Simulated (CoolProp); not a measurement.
Values from CoolProp's reference Helmholtz-energy equation of state, Lemmon 2006. It is a short technical equation, of lower accuracy than the large ones.

Q: Give the vapour pressure (kPa), vapour density (kg/m³), surface tension (mN/m) of saturated isohexane at 298, 392.2, 400.8 K.

A: 
```csv
T (K),p (kPa),vapour density (kg/m³),surface tension (mN/m)
298,28.1,0.995,16.9
392.2,481,14.8,7.88
400.8,579,17.9,7.12
```

Surface tension comes from a separate correlation (Mulero 2012).
